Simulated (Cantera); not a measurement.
Input: 1 mol Si, 3.1 mol HCl, 3 mol N2.

Method: chemical equilibrium by Gibbs-energy minimisation in Cantera with the NASA 1993 tables (ideal gas, pure condensed phases). Candidate condensed phases: NH4Cl, Si, Si3N4; 28 gas species. N2 is the only nitrogen source here; it is nearly inert below about 1500 K, so the nitride shown seldom forms there in practice. The tables' values for SiCl3 are old estimates. The numbers say what is thermodynamically allowed, not how fast it happens.

Q: What condenses at these points (T in °C, P in Pa): (1000, 46); (1275, 100000); (975, 46); (1250, 15000); (1075, 1)?

A: 
```csv
T (°C),P in Pa,condensed phases,Si condensed (%)
1000,46,Si3N4,60.5
1275,100000,Si3N4,58.4
975,46,Si3N4,65.0
1250,15000,Si3N4,55.3
1075,1,gas only,0.0
```
